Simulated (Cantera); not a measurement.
Feed: 1 mol CuO, 0.62 mol CH₄, 0.58 mol H₂, equilibrated at 13300 Pa.

These are equilibrium values from Cantera (NASA tables, ideal gas, pure condensed phases), not measurements of a reactor. Candidate condensed phases: C, C₆H₆, C₇H₈, C₈H₁₈, Cu, CuO, Cu(OH)₂, Cu₂O, H₂O; 113 gas species. Rates play no part.

**Question.** At 2198 K, list the 7 most abundant gas species with their mole fractions, and the condensed phases.

**Answer.** H₂ 0.489, CO 0.200, Cu 0.171, H₂O 0.118, H 0.0107, CO₂ 0.00917, Cu₂ 0.00130. Condensed: Cu(l).
